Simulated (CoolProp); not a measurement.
A single-stage vapour-compression cycle with chloromethane (R40): evaporating at 256.15 K (dew point), condensing at 293.15 K (bubble point), superheat 0 K, subcooling 5 K, compressor efficiency 0.65, no pressure losses. Each further row changes one setting.

The numbers come from the reference Helmholtz-energy equation of state, Thol 2014 in CoolProp.

```json
[
 {"case": "as stated", "cooling COP": "4.02", "pressure ratio": "3.66", "discharge temperature (K)": "369.1", "refrigerating effect (kJ/kg)": "370", "volumetric capacity (kJ/m³)": "1250"},
 {"case": "evaporating temperature 261.15 K", "cooling COP": "4.82", "pressure ratio": "3.00", "discharge temperature (K)": "356.5", "refrigerating effect (kJ/kg)": "373", "volumetric capacity (kJ/m³)": "1510"},
 {"case": "condensing temperature 288.15 K", "cooling COP": "4.73", "pressure ratio": "3.14", "discharge temperature (K)": "355.1", "refrigerating effect (kJ/kg)": "378", "volumetric capacity (kJ/m³)": "1270"},
 {"case": "subcooling 10 K", "cooling COP": "4.10", "pressure ratio": "3.66", "discharge temperature (K)": "369.1", "refrigerating effect (kJ/kg)": "378", "volumetric capacity (kJ/m³)": "1270"},
 {"case": "superheat 10 K", "cooling COP": "3.94", "pressure ratio": "3.66", "discharge temperature (K)": "382.1", "refrigerating effect (kJ/kg)": "379", "volumetric capacity (kJ/m³)": "1220"},
 {"case": "compressor efficiency 0.55", "cooling COP": "3.40", "pressure ratio": "3.66", "discharge temperature (K)": "386.2", "refrigerating effect (kJ/kg)": "370", "volumetric capacity (kJ/m³)": "1250"}
]
```
